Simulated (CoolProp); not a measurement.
Vapour-liquid equilibrium of toluene (1) + n-decane (2) at 313.1 K; x and y are mole fractions of (1).

Model: multi-fluid Helmholtz-energy mixture model, Lemmon 2006 and Lemmon 2006; pair parameters Bell 2016, in CoolProp.

| x | bubble pressure (bar) | y at the bubble point | dew pressure at overall composition x (bar) | liquid density (mol/L) |
|---|---|---|---|---|
| 0.05 | 0.009140 | 0.496 | 0.005093 | 5.149 |
| 0.125 | 0.01589 | 0.733 | 0.005503 | 5.345 |
| 0.2 | 0.02270 | 0.829 | 0.005985 | 5.555 |
| 0.275 | 0.02931 | 0.880 | 0.006559 | 5.780 |
| 0.35 | 0.03556 | 0.911 | 0.007255 | 6.021 |
| 0.425 | 0.04138 | 0.931 | 0.008117 | 6.280 |
| 0.5 | 0.04676 | 0.946 | 0.009213 | 6.560 |
| 0.575 | 0.05177 | 0.957 | 0.01065 | 6.863 |
| 0.65 | 0.05651 | 0.966 | 0.01262 | 7.192 |
| 0.725 | 0.06109 | 0.974 | 0.01550 | 7.552 |
| 0.8 | 0.06566 | 0.981 | 0.02008 | 7.945 |
| 0.875 | 0.07033 | 0.988 | 0.02852 | 8.379 |
| 0.95 | 0.07526 | 0.995 | 0.04859 | 8.857 |

No azeotrope shows between x = 0.05 and 0.95.

Pair parameters are fitted to limited data, so mixtures are less certain than the pure fluids.
